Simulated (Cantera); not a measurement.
Charge: 1 mol SiHCl3, 4.5 mol N2, 0.14 mol H2, held at 677 °C and 17000 Pa.

Cantera equilibrium calculation (NASA polynomials, part measured and part estimated; ideal gas, pure solids and liquids). N2 is the only nitrogen source here; it is nearly inert below about 1500 K, so the nitride shown seldom forms there in practice. The tables' values for SiCl3 are old estimates; treat these amounts as uncertain. Kinetics and transport are ignored.

| species | before | after |
|---|---|---|
| N2 | 0.723 | 0.686 |
| SiCl2 | 4.95e-8 | 0.131 |
| HCl | 0.148 | 0.127 |
| SiCl4 | 0.0924 | 0.00349 |
| SiCl3 | 1.17e-5 | 0.0172 |
| H2 | 0.0364 | 0.0336 |
| Cl | <1e-9 | 0.000558 |
| H | <1e-9 | 0.000193 |
| SiCl | <1e-9 | 5.12e-5 |
| SiHCl3 | 0.000104 | 0.000244 |
| Si3N4(s), mol | 0.155 | 0 |
Gas species are given as mole fractions.

Question: Which change was made?
(A) temperature from 677 °C to 1550 °C
(B) H2 from 0.14 to 12 mol
(C) temperature from 677 °C to 1825 °C
(D) temperature from 677 °C to 1152 °C

Answer: A, temperature from 677 °C to 1550 °C. The tables' values for SiCl3, SiCl are old estimates; treat these amounts as uncertain
